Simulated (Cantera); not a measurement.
An adiabatic, constant-volume homogeneous reactor starts with CH4 : H2 : O2 : N2 = 1 : 0.27 : 1.42 : 5.35 (molar parts), equivalence ratio 1.5, at 1675 K and 1.20 bar. Integrator tolerance rtol = 1e-08.

Detailed kinetics in Cantera: GRI-Mech 3.0 (53 species, 325 reactions).

What does this change do: H2 0.27 to 0.68 parts?


```tsv
quantity	before	after
time of steepest temperature rise	0.124 ms	72.0 µs
temperature at 0.200 s	2990 K	2974 K
equilibrium temperature	2990 K	2974 K
x(CH4) at 0.200 s	<1e-12 (gas-phase equilibrium 1.19e-12)	2.51e-12 (gas-phase equilibrium 2.93e-12)
x(H2) at 0.200 s	0.0802 (gas-phase equilibrium 0.0802)	0.109 (gas-phase equilibrium 0.109)
x(O2) at 0.200 s	0.00286 (gas-phase equilibrium 0.00286)	0.00151 (gas-phase equilibrium 0.00151)
x(CH3) at 0.200 s	5.54e-12 (gas-phase equilibrium 6.63e-12)	1.16e-11 (gas-phase equilibrium 1.35e-11)
x(CO) at 0.200 s	0.0894 (gas-phase equilibrium 0.0894)	0.0899 (gas-phase equilibrium 0.0899)
```

What does this change do: constant pressure in place of constant volume?


```
quantity                                                              before                                      after
---------------------------------  -----------------------------------------  -----------------------------------------
time of steepest temperature rise                                   0.124 ms                                   0.134 ms
temperature at 0.200 s                                                2990 K                                     2809 K
equilibrium temperature                                               2990 K                                     2809 K
x(CH4) at 0.200 s                    <1e-12 (gas-phase equilibrium 1.19e-12)      <1e-12 (gas-phase equilibrium <1e-12)
x(H2) at 0.200 s                       0.0802 (gas-phase equilibrium 0.0802)      0.0787 (gas-phase equilibrium 0.0787)
x(O2) at 0.200 s                     0.00286 (gas-phase equilibrium 0.00286)    0.00181 (gas-phase equilibrium 0.00181)
x(CH3) at 0.200 s                  5.54e-12 (gas-phase equilibrium 6.63e-12)  1.74e-12 (gas-phase equilibrium 2.07e-12)
x(CO) at 0.200 s                       0.0894 (gas-phase equilibrium 0.0894)      0.0876 (gas-phase equilibrium 0.0876)
```
